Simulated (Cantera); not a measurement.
A closed system holds: 1 mol SiC, 0.0047 mol O2, 250 mol N2, held at 1298.15 K and 0.360 bar.

These are equilibrium values from Cantera (NASA tables, ideal gas, pure condensed phases), not measurements of a reactor. N2 is the only nitrogen source here; it is nearly inert below about 1500 K, so the nitride shown seldom forms there in practice. Mutual solubility and eutectic melting of coexisting phases are not modelled. The numbers say what is thermodynamically allowed, not how fast it happens.

| species | before | after |
|---|---|---|
| N2 | 1.000 | 0.996 |
| CO2 | <1e-9 | 0.00239 |
| CO | 2.96e-6 | 0.00159 |
| C(graphite), mol | 0.999 | 0 |
| Si2N2O(s), mol | 0.00866 | 0 |
| Si3N4(s), mol | 0.328 | 0 |
| SiO2(β-quartz), mol | 0 | 1.00 |
Gas species are given as mole fractions.

**Question.** Name the change that produced these shifts.
(A) temperature from 1298.15 K to 2048.15 K
(B) temperature from 1298.15 K to 1775 K
(C) temperature from 1298.15 K to 2175 K
(D) O2 from 0.0047 to 1.8 mol

**Answer.** D, O2 from 0.0047 to 1.8 mol. The tables hold silica as quartz up to 1696 K and as liquid above; real silica turns to tridymite and cristobalite and melts near 1996 K
